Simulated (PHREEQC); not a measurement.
**Ultrapure water in contact with air or piping: speciation**

Synthetic water in mmol/kgw, 25 °C, pH 6.62, pe 8.3:

```csv
constituent,mmol/kgw
Na,0.000861
K,2.15e-05
Ca,0.000535
Mg,9.82e-05
Cl,0.00123
S(6),0.000278
Alkalinity (meq/kgw),0.000378
Pb,3.53e-05
```

Valence states are taken as typed.

Equilibrium calculation in PHREEQC: ion-association model, wateq4f.dat.

Each row changes one thing in this solution. Precipitation was switched off in this run.

| case | ionic strength (mol/kgw) | HCO3- (mol/kgw) | CO2 (mol/kgw) | Pb+2 (mol/kgw) | PbOH+ (mol/kgw) | CO3-2 (mol/kgw) | SI of Pb(OH)2 (Pb(OH)2) | SI of Anglesite (PbSO4) |
|---|---|---|---|---|---|---|---|---|
| as made | 3.37e-6 | 5.74e-7 | 3.09e-7 | 3.26e-8 | 2.63e-9 | 1.13e-10 | -2.40 | -6.26 |
| pH from 6.62 to 7.12 at the same alkalinity | 3.20e-6 | 3.14e-7 | 5.34e-8 | 2.80e-8 | 7.15e-9 | 1.95e-10 | -1.47 | -6.33 |
| pH from 6.62 to 5.62 at the same alkalinity | 5.54e-6 | 2.78e-6 | 1.49e-5 | 3.49e-8 | 2.81e-10 | 5.48e-11 | -4.37 | -6.23 |
| temperature from 25 to 65 °C at the same typed pH | 3.37e-6 | 1.13e-7 | 5.36e-8 | 3.26e-8 | 2.63e-9 | 3.48e-11 | -1.19 | -6.45 |
| Cl from 0.00123 to 0.00369 mmol/kgw | 4.60e-6 | 5.74e-7 | 3.09e-7 | 3.26e-8 | 2.63e-9 | 1.13e-10 | -2.40 | -6.26 |

At this temperature some constants are extrapolated from 25 °C, and those without enthalpy data are left unchanged.
